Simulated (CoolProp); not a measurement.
Saturated liquid density (kg/m³) of hydrogen sulfide: the reference equation beside estimates from Tc = 373.1 K, pc = 8.999 MPa, ω = 0.101. Rackett uses Z = 0.29056 − 0.08775 ω.

The numbers come from the reference Helmholtz-energy equation of state, Lemmon 2006 in CoolProp. It is a short technical equation, of lower accuracy than the large ones.

| T (K) | reference | Rackett | van der Waals | Soave-Redlich-Kwong |
|---|---|---|---|---|
| 251.4 | 877.8 | 880.3 | 576.9 | 847.1 |
| 256.9 | 866.9 | 869.8 | 569.9 | 835.3 |
| 262.4 | 855.7 | 859.0 | 562.7 | 823.1 |
| 267.9 | 844.3 | 847.9 | 555.3 | 810.5 |
| 273.5 | 832.3 | 836.4 | 547.5 | 797.2 |
| 279 | 820.3 | 824.8 | 539.6 | 783.6 |
| 284.5 | 807.8 | 812.9 | 531.5 | 769.4 |
| 290 | 795.0 | 800.6 | 523.1 | 754.7 |
| 295.5 | 781.8 | 787.9 | 514.4 | 739.3 |

Absolute difference from the reference over all 9 rows, mean and median: Rackett 0.5 and 0.5 %, van der Waals 34.2 and 34.2 %, Soave-Redlich-Kwong 4.3 and 4.2 %.
